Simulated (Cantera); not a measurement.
# Catalytic combustion on Pt

An isothermal plug-flow reactor at 1300 K and 0.610 bar (inlet), inlet velocity 1.4 m/s, active area per volume 3200 1/m; feed CH₄ : O₂ : N₂ : H₂O = 0.0023 : 0.17 : 0.79 : 0.018 (molar parts), equivalence ratio 0.027.

Computed with Cantera and Deutschmann's 1995 Pt surface mechanism with GRI-Mech 3.0 gas chemistry. Catalytic surfaces can have several steady states; this one follows from the mechanism file's or the stated starting coverage. Mass transfer to the wall is taken as infinitely fast.

| z (m) | x CH₄ | x O₂ | x H₂O | x CO₂ | x CO | θ free Pt | θ O* | θ OH* |
|---|---|---|---|---|---|---|---|---|
| 0.00015 | 0.00181 | 0.172 | 0.0194 | 0.000519 | 3.66e-6 | 0.522 | 0.477 | 0.00108 |
| 0.00032 | 0.00134 | 0.171 | 0.0203 | 0.000969 | 2.75e-6 | 0.522 | 0.477 | 0.00110 |
| 0.00069 | 0.000703 | 0.170 | 0.0216 | 0.00159 | 1.49e-6 | 0.522 | 0.476 | 0.00114 |
| 0.0015 | 0.000170 | 0.169 | 0.0226 | 0.00212 | 4.17e-7 | 0.523 | 0.476 | 0.00116 |
| 0.0032 | 8.73e-6 | 0.169 | 0.0230 | 0.00230 | 5.92e-8 | 0.523 | 0.476 | 0.00117 |
| 0.0069 | 1.53e-8 | 0.169 | 0.0230 | 0.00233 | 9.89e-9 | 0.523 | 0.476 | 0.00117 |
| 0.015 | 2.91e-10 | 0.169 | 0.0230 | 0.00233 | 2.55e-9 | 0.523 | 0.476 | 0.00117 |
x: gas mole fraction; θ: surface coverage.
